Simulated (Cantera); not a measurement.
**Thermodynamics of silicon oxide and oxynitride deposition, feed Si2H6 + CO2 + N2**

A closed system holds: 1 mol Si2H6, 12 mol CO2, 5.7 mol N2, held at 0.100 bar.

Equilibrium computed with Cantera from the NASA thermochemical tables; the gas is ideal and each condensed phase is pure. Candidate condensed phases: C, C6H6, C7H8, C8H18, H2O, Si, SiC, SiO2, Si2N2O, Si3N4; 151 gas species. The feed counts by its element totals alone. The tables hold silica as quartz up to 1696 K and as liquid above; real silica turns to tridymite and cristobalite and melts near 1996 K. Gases not in the tables: Si(OH)4. Rates play no part.

From 1123 K to 1573 K the condensed part is SiO2(β-quartz). From 1723 K to 1873 K the condensed part is SiO2(condensed). At 2023 K the condensed part is SiO2(l).

```csv
T (K),x CO,x CO2,x N2,x H2O,x H2,n SiO2(β-quartz),n SiO2(condensed),n SiO2(l)
1123,0.273,0.307,0.275,0.0799,0.0651,2.00,0,0
1273,0.285,0.295,0.275,0.0915,0.0534,2.00,0,0
1423,0.293,0.287,0.275,0.0999,0.0451,2.00,0,0
1573,0.299,0.281,0.275,0.106,0.0390,2.00,0,0
1723,0.304,0.276,0.275,0.110,0.0345,0,2.00,0
1873,0.307,0.273,0.275,0.114,0.0311,0,2.00,0
2023,0.309,0.270,0.275,0.116,0.0284,0,0,1.99
```
x: gas mole fraction; n: condensed amount in mol.
